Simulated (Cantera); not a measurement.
Input: 1 mol Si₃N₄, 0.34 mol CO₂, 25 mol N₂, equilibrated at 1900 K and 0.300 Pa.

Equilibrium computed with Cantera from the NASA thermochemical tables; the gas is ideal and each condensed phase is pure. Candidate condensed phases: C, Si, SiC, SiO₂, Si₂N₂O, Si₃N₄; 34 gas species. The tables' values for SiN are old estimates; treat these amounts as uncertain. Rates play no part.

Base state: N₂ 0.890, Si 0.0876, SiO 0.0112, CO 0.0112, SiN 4.79e-5, Si₂ 1.47e-5 (mole fractions); condensed: gas only.

Question: What changes in the equilibrium state with this change: pressure from 0.300 Pa to 69.0 Pa?

Answer: 
| species | before | after |
|---|---|---|
| N₂ | 0.890 | 0.957 |
| SiO | 0.0112 | 0.0203 |
| Si | 0.0876 | 0.0183 |
| CO | 0.0112 | 0.00383 |
| Si₃ | 6.89e-8 | 3.31e-5 |
| Si₂N | 1.44e-6 | 0.000227 |
| Si₂C | 3.52e-6 | 0.000320 |
| Si(l), mol | 0 | 1.64 |
| SiC(s), mol | 0 | 0.223 |
Mutual solubility and eutectic melting of coexisting phases are not modelled.

Question: What changes in the equilibrium state with this change: pressure from 0.300 Pa to 100000 Pa?

Answer: 
```tsv
species	before	after
N₂	0.890	0.993
CO	0.0112	0.00664
SiO	0.0112	0.000504
Si	0.0876	1.51e-6
Si₂	1.47e-5	1.46e-9
SiN	4.79e-5	5.04e-7
SiC(s), mol	0	0.171
Si₂N₂O(s), mol	0	0.498
Si₃N₄(s), mol	0	0.607
```
Mutual solubility and eutectic melting of coexisting phases are not modelled.
